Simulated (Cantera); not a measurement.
A closed system holds: 1 mol CHF₃, 0.057 mol HCl, equilibrated at 1875 K and 13.3 mbar.

Method: chemical equilibrium by Gibbs-energy minimisation in Cantera with the NASA 1993 tables (ideal gas, pure condensed phases). Candidate condensed phases: C, C₆H₆, C₇H₈, C₈H₁₈; 118 gas species. Gases not in the tables: C₂F₆ and larger saturated fluorocarbons. The numbers say what is thermodynamically allowed, not how fast it happens.

What is the equilibrium state?


```json
{
  "x(HF)": "0.651",
  "x(CF₄)": "0.289",
  "x(Cl)": "0.0337",
  "x(CF₂)": "0.0172",
  "x(F)": "0.00592",
  "x(CF₃)": "0.00137",
  "x(HCl)": "0.00117",
  "x(CClF₃)": "0.000153",
  "x(Cl₂)": "7.70e-5",
  "n(C(graphite))": "0.502 mol",
  "gas_amount": "1.620 mol"
}
```
